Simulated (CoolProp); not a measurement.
Tetrahydrofuran along the isobar 93.9 bar: density (kg/m³) from the reference equation and from simpler models built on Tc = 540.2 K, pc = 53.04 bar, ω = 0.234; each cubic takes its own stable root.

Values from CoolProp's reference Helmholtz-energy equation of state, Fiedler 2023.

```json
[
 {"T (K)": "265.2", "phase": "liquid", "reference": "924.1"},
 {"T (K)": "280.1", "phase": "liquid", "reference": "908.7"},
 {"T (K)": "295", "phase": "liquid", "reference": "893.2"},
 {"T (K)": "309.8", "phase": "liquid", "reference": "877.6"},
 {"T (K)": "324.7", "phase": "liquid", "reference": "861.7"},
 {"T (K)": "339.6", "phase": "liquid", "reference": "845.7"},
 {"T (K)": "354.5", "phase": "liquid", "reference": "829.3"},
 {"T (K)": "369.3", "phase": "liquid", "reference": "812.7"},
 {"T (K)": "384.2", "phase": "liquid", "reference": "795.7"},
 {"T (K)": "399.1", "phase": "liquid", "reference": "778.2"},
 {"T (K)": "413.9", "phase": "liquid", "reference": "760.2"}
]
```

### Question
How far does each simpler model (Redlich-Kwong, Peng-Robinson) lie from the reference over these 11 states: mean and median of the absolute difference, and the worst?

### Answer
- Redlich-Kwong: mean 8.9 %, median 8.8 %, worst -9.8 % at 413.9 K and 93.9 bar
- Peng-Robinson: mean 5.0 %, median 5.2 %, worst +5.5 % at 369.3 K and 93.9 bar
